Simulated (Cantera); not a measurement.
## Si + HCl + H2 (chlorosilane synthesis and conversion)

Feed: 1 mol Si, 3.6 mol HCl, 1.2 mol H2, equilibrated at 2.60 bar.

Cantera equilibrium calculation (NASA polynomials, part measured and part estimated; ideal gas, pure solids and liquids). Candidate condensed phases: Si; 19 gas species. The tables' values for SiCl3 are old estimates; treat these amounts as uncertain. Kinetics and transport are ignored.

```json
[
 {"T (K)": "598", "log p H2": "0.28", "log p SiCl4": "-0.38", "log p SiHCl3": "-0.59", "log p SiH2Cl2": "-2.10", "log p HCl": "-4.09", "n Si(s)": "0"},
 {"T (K)": "623", "log p H2": "0.28", "log p SiCl4": "-0.38", "log p SiHCl3": "-0.59", "log p SiH2Cl2": "-2.07", "log p HCl": "-3.84", "n Si(s)": "0"},
 {"T (K)": "648", "log p H2": "0.28", "log p SiCl4": "-0.38", "log p SiHCl3": "-0.59", "log p SiH2Cl2": "-2.05", "log p HCl": "-3.61", "n Si(s)": "0"},
 {"T (K)": "673", "log p H2": "0.28", "log p SiCl4": "-0.38", "log p SiHCl3": "-0.59", "log p SiH2Cl2": "-2.02", "log p HCl": "-3.40", "n Si(s)": "0"},
 {"T (K)": "698", "log p H2": "0.28", "log p SiCl4": "-0.38", "log p SiHCl3": "-0.60", "log p SiH2Cl2": "-2.00", "log p HCl": "-3.20", "n Si(s)": "0"},
 {"T (K)": "723", "log p H2": "0.28", "log p SiCl4": "-0.38", "log p SiHCl3": "-0.60", "log p SiH2Cl2": "-1.98", "log p HCl": "-3.02", "n Si(s)": "0"},
 {"T (K)": "748", "log p H2": "0.28", "log p SiCl4": "-0.38", "log p SiHCl3": "-0.60", "log p SiH2Cl2": "-1.96", "log p HCl": "-2.85", "n Si(s)": "0"},
 {"T (K)": "773", "log p H2": "0.28", "log p SiCl4": "-0.38", "log p SiHCl3": "-0.60", "log p SiH2Cl2": "-1.94", "log p HCl": "-2.70", "n Si(s)": "0"},
 {"T (K)": "798", "log p H2": "0.28", "log p SiCl4": "-0.38", "log p SiHCl3": "-0.60", "log p SiH2Cl2": "-1.92", "log p HCl": "-2.55", "n Si(s)": "0"},
 {"T (K)": "823", "log p H2": "0.28", "log p SiCl4": "-0.38", "log p SiHCl3": "-0.60", "log p SiH2Cl2": "-1.90", "log p HCl": "-2.41", "n Si(s)": "0"},
 {"T (K)": "848", "log p H2": "0.28", "log p SiCl4": "-0.38", "log p SiHCl3": "-0.60", "log p SiH2Cl2": "-1.88", "log p HCl": "-2.28", "n Si(s)": "0.000654"},
 {"T (K)": "873", "log p H2": "0.28", "log p SiCl4": "-0.38", "log p SiHCl3": "-0.61", "log p SiH2Cl2": "-1.88", "log p HCl": "-2.16", "n Si(s)": "0.00182"},
 {"T (K)": "898", "log p H2": "0.28", "log p SiCl4": "-0.38", "log p SiHCl3": "-0.61", "log p SiH2Cl2": "-1.87", "log p HCl": "-2.04", "n Si(s)": "0.00311"},
 {"T (K)": "923", "log p H2": "0.28", "log p SiCl4": "-0.37", "log p SiHCl3": "-0.61", "log p SiH2Cl2": "-1.86", "log p HCl": "-1.93", "n Si(s)": "0.00455"}
]
```
log p: log10 of the partial pressure in bar; n: condensed amount in mol.

From 598 K to 823 K nothing is condensed. From 848 K to 923 K the condensed part is Si(s). The main Si-bearing gas is SiCl4 throughout.
